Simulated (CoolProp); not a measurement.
The numbers come from the reference Helmholtz-energy equation of state, Lemmon 2004 in CoolProp. It is a short technical equation, of lower accuracy than the large ones.

Q: For n-dodecane, give the phase and the Z, cp (kJ/(kg K)), cv (kJ/(kg K)), Joule-Thomson coefficient (K/MPa) at 480.3 K and 19.8 bar.

A: 
- 480.3 K and 19.8 bar: liquid; Z 0.139, cp 2.91, cv 2.51, Joule-Thomson coefficient -0.177
